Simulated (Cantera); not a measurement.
Input: 1 mol C3H6, 0.61 mol H2O, 1.3 mol N2, held at 0.133 bar.

Cantera equilibrium calculation (NASA polynomials, part measured and part estimated; ideal gas, pure solids and liquids). Candidate condensed phases: C, C6H6, C7H8, C8H18, H2O; 136 gas species. Kinetics and transport are ignored.

Over these rows the condensed part is C(graphite). Partial pressures as log10 of bar:

```csv
T (K),1000/T (1/K),log p H2O,log p H2,log p N2,log p CO
825,1.2121,-2.20,-1.10,-1.46,-2.20
1025,0.9756,-3.48,-1.06,-1.50,-1.84
1225,0.8163,-4.60,-1.06,-1.50,-1.83
1425,0.7018,?,-1.06,-1.50,-1.83
1625,0.6154,-6.02,-1.06,-1.50,-1.83
1825,0.5479,-6.49,-1.06,-1.51,-1.83
```

Task: Fit log p(H2O) = a + b·(1000/T) to the five rows, give the apparent enthalpy, and predict the row at 1425 K.

Result: Means: 1000/T = 0.8335, log p = -4.558. Sxy = 1.917286, Sxx = 0.2929612, so b = 6.54 and a = -4.558 − (6.54)×0.8335 = -10.01.
Apparent enthalpy: −19.145 × (6.54) = -125 kJ/mol. With the condensed phases at unit activity, H2(g) + CO(g) = H2O(g) + C(graphite) links this pressure to the main gases: over the six rows their terms move log p by +0.41 in all, so the slope isn't that reaction's ΔH° alone. The five rows lie within 0.15 of the line; that is curvature, so one enthalpy describes this range poorly.
Prediction at 1425 K: -10.01 + (6.54)×0.7018 = -5.42. The computed value is -5.41, 0.01 from the line.
